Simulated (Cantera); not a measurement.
## Silicon nitride deposition: SiF4 + N2 + H2

Charge: 1 mol SiF4, 1.5 mol N2, 73 mol H2, at 1250 K.

Cantera equilibrium calculation (NASA polynomials, part measured and part estimated; ideal gas, pure solids and liquids). Candidate condensed phases: Si, Si3N4; 37 gas species. N2 is the only nitrogen source here; it is nearly inert below about 1500 K, so the nitride shown seldom forms there in practice. The tables' values for SiF3, SiF2 are old estimates; treat these amounts as uncertain. Rates play no part.

From 5.00 Pa to 36.0 Pa nothing is condensed. From 2.60 mbar to 1.00 bar the condensed part is Si3N4(s). The main Si-bearing gas is SiF4 throughout.

| P (Pa) | x H2 | x N2 | x SiF4 | x HF | x SiF3 | x SiHF3 | x SiF2 | x H | n Si3N4(s) |
|---|---|---|---|---|---|---|---|---|---|
| 5 | 0.963 | 0.0198 | 0.0102 | 0.00353 | 0.00234 | 0.000157 | 0.000516 | 6.71e-5 | 0 |
| 36 | 0.965 | 0.0198 | 0.0112 | 0.00221 | 0.00153 | 0.000276 | 0.000201 | 2.50e-5 | 0 |
| 260 | 0.965 | 0.0197 | 0.0119 | 0.00186 | 0.000721 | 0.000351 | 4.19e-5 | 9.31e-6 | 0.00437 |
| 1900 | 0.966 | 0.0197 | 0.0123 | 0.00159 | 0.000322 | 0.000423 | 8.11e-6 | 3.45e-6 | 0.00511 |
| 14000 | 0.966 | 0.0198 | 0.0124 | 0.00135 | 0.000141 | 0.000503 | 1.54e-6 | 1.27e-6 | 0.00428 |
| 100000 | 0.966 | 0.0198 | 0.0125 | 0.00115 | 6.23e-5 | 0.000594 | 3.00e-7 | 4.75e-7 | 0.00290 |
x: gas mole fraction; n: condensed amount in mol.
